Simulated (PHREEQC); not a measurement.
A made-up water analysis in mg/kgw, 64 °C, pH 7.91, pe -1.1:

| constituent | mg/kgw |
|---|---|
| Na | 12.3 |
| K | 3.99 |
| Ca | 11.8 |
| Mg | 2.47 |
| Cl | 8.6 |
| S(6) as SO4 | 27.2 |
| Alkalinity as HCO3 | 36.9 |
| Si as SiO2 | 0.174 |
| Br | 0.0847 |
| N(-3) as NH4 | 0.0196 |

Cl is adjusted to close the charge balance.
Valence states are taken as typed.

Computed with PHREEQC (ion-association model, phreeqc.dat).

Precipitation was switched off in this run.

Question: Order these S species by the share of S that they hold, largest first: MgSO4, CaSO4, SO4-2, NaSO4-.

Answer: SO4-2 (93 %), CaSO4 (3.9 %), MgSO4 (3.2 %), NaSO4- (0.25 %)

The pH is 7.91 and the ionic strength 0.00201 mol/kgw. Away from 25 °C the constants follow the database's enthalpies or fits; those with neither stay at their 25 °C values.
